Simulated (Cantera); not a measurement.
Charge: 1 mol SiF₄, 3.7 mol NH₃, equilibrated at 925 K and 0.100 bar.

Cantera equilibrium calculation (NASA polynomials, part measured and part estimated; ideal gas, pure solids and liquids). Candidate condensed phases: Si, Si₃N₄; 37 gas species. Rates play no part.

Base state: H₂ 0.660, N₂ 0.220, SiF₄ 0.119, HF 0.000312, SiHF₃ 0.000143, NH₃ 2.50e-5 (mole fractions); condensed: Si₃N₄(s).

Task: What changes in the equilibrium state with this change: SiF₄ replaced by SiHCl₃?

Result: 
```tsv
species	before	after
H₂	0.660	0.554
HCl	0	0.285
N₂	0.220	0.146
SiF₄	0.119	0
SiCl₄	0	0.0150
HF	0.000312	0
SiHF₃	0.000143	0
SiHCl₃	0	0.000106
NH₃	2.50e-5	1.57e-5
Si₃N₄(s), mol	0.000117	0.290
```
Further candidate phases: NH₄Cl.
